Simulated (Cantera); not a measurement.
What does this Cantera script print?

```python
import numpy as np
import cantera as ct

gas = ct.Solution("gri30.yaml")
gas.TP = 300, 100000
flame = ct.CounterflowDiffusionFlame(gas, width=0.02)
flame.fuel_inlet.X, flame.fuel_inlet.T = {'CH4': 1, 'C2H6': 0.14}, 500
flame.oxidizer_inlet.X, flame.oxidizer_inlet.T = {'O2': 0.23, 'N2': 0.77}, 500
flame.set_refine_criteria(ratio=3, slope=0.12, curve=0.24, prune=0.03)
show = ['OH', 'H', 'NO', 'CO', 'C2H2']

rows = []
print(f"{'mdot':>8s}{'a_max':>10s}{'a_mean':>10s}{'Tmax/K':>9s}" + "".join(f"{s:>11s}" for s in show) + "   (peak mole fractions)")
for i, mdot in enumerate([0.25, 0.34, 0.47, 0.65, 0.89, 1.2, 1.7, 2.3]):  # kg/m2/s on the oxidiser side
    flame.oxidizer_inlet.mdot, flame.fuel_inlet.mdot = mdot, 0.8 * mdot
    flame.solve(loglevel=0, auto=(i == 0))
    if flame.T.max() < max(500, 500) + 100:
        print(f"{mdot:8.3g}  no burning solution found from the previous one")
        break
    dT = np.abs(np.gradient(flame.T, flame.grid))
    rows.append([flame.strain_rate("max"), flame.strain_rate("mean"), flame.T.max(),
                 *(flame.X[gas.species_index(s)].max() for s in show), max(dT[0], dT[-1]) / dT.max()])
    print(f"{mdot:8.3g}{rows[-1][0]:10.1f}{rows[-1][1]:10.1f}{rows[-1][2]:9.1f}" + "".join(f"{x:11.3e}" for x in rows[-1][3:-1]))
```

It prints:

```
    mdot     a_max    a_mean   Tmax/K         OH          H         NO         CO       C2H2   (peak mole fractions)
    0.25     202.1      41.4   2206.1  1.029e-02  5.086e-03  3.584e-04  6.771e-02  2.219e-02
    0.34     265.0      56.3   2189.8  1.025e-02  5.312e-03  3.325e-04  6.650e-02  2.120e-02
    0.47     354.1      77.8   2174.8  1.020e-02  5.559e-03  3.063e-04  6.549e-02  2.021e-02
    0.65     475.7     107.5   2160.4  1.014e-02  5.808e-03  2.790e-04  6.473e-02  1.924e-02
    0.89     635.3     147.3   2147.1  1.007e-02  6.058e-03  2.513e-04  6.424e-02  1.832e-02
     1.2     836.0     198.5   2130.7  9.888e-03  6.235e-03  2.209e-04  6.379e-02  1.734e-02
     1.7    1150.8     281.3   2108.5  9.560e-03  6.381e-03  1.825e-04  6.343e-02  1.594e-02
     2.3    1520.5     380.5   2086.3  9.171e-03  6.431e-03  1.480e-04  6.331e-02  1.453e-02
```

Detailed kinetics in Cantera: GRI-Mech 3.0 (53 species, 325 reactions). GRI-Mech 3.0 has no aromatics or soot, which form on the fuel side of real flames. The maximum strain rate includes the flame's own expansion and is several times the mean.
